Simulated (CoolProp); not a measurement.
Vapour-liquid equilibrium of carbonyl sulfide (1) + propane (2) at -46.35 °C; x and y are mole fractions of (1).

Computed with CoolProp (multi-fluid Helmholtz-energy mixture model, Lemmon 2006 and Lemmon 2009; pair parameters Bell 2016).

### Question
Give the bubble pressure and the first vapour's composition at x = 0.125, 0.5, 0.875. Is there an azeotrope?

### Answer
x = 0.125: 0.9022 bar, y = 0.182; x = 0.5: 1.040 bar, y = 0.577; x = 0.875: 1.161 bar, y = 0.905. No azeotrope shows between x = 0.05 and 0.95.

The pair parameters rest on a limited set of measurements; away from them the model extrapolates.
